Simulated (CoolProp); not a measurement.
Properties of the fluoroketone C6F12O (FK-5-1-12) along the isobar 0.101 MPa (Tc = 168.7 °C, pc = 1.869 MPa, ω = 0.471).

Values from CoolProp's reference Helmholtz-energy equation of state, McLinden 2015.

| T (°C) | phase | density (kg/m³) | cp (kJ/(kg K)) | speed of sound (m/s) | Joule-Thomson coefficient (K/MPa) | fugacity coefficient |
|---|---|---|---|---|---|---|
| -14.65 | liquid | 1717 | 1.089 | 631.7 | -0.3117 | 0.05405 |
| 3.95 | liquid | 1664 | 1.092 | 571.3 | -0.2878 | 0.1499 |
| 22.45 | liquid | 1610 | 1.101 | ? | -0.2539 | ? |
| 41.05 | liquid | 1553 | 1.114 | 453.6 | -0.2057 | 0.7170 |
| 59.65 | gas | 12.23 | 0.9070 | 89.94 | 21.57 | 0.9466 |
| 78.25 | gas | 11.45 | 0.9204 | 93.40 | 17.67 | 0.9564 |
| 96.75 | gas | ? | 0.9359 | 96.58 | 14.76 | 0.9640 |
| 115.35 | gas | 10.20 | 0.9533 | 99.57 | 12.48 | 0.9699 |
| 133.95 | gas | ? | 0.9716 | 102.4 | 10.66 | 0.9747 |
| 152.55 | gas | 9.220 | 0.9905 | 105.1 | 9.196 | 0.9785 |
| 171.15 | gas | 8.805 | 1.010 | 107.6 | 8.017 | 0.9816 |
| 189.65 | gas | 8.431 | 1.029 | 110.1 | 7.063 | 0.9842 |
| 208.25 | gas | 8.087 | 1.048 | 112.5 | 6.273 | 0.9863 |
| 226.85 | gas | 7.771 | 1.067 | 114.8 | 5.615 | 0.9881 |

Q: What belongs in the gaps?

A: 
- 22.45, speed of sound (m/s): 512.2
- 22.45, fugacity coefficient: 0.3499
- 96.75, density (kg/m³): 10.78
- 133.95, density (kg/m³): 9.681
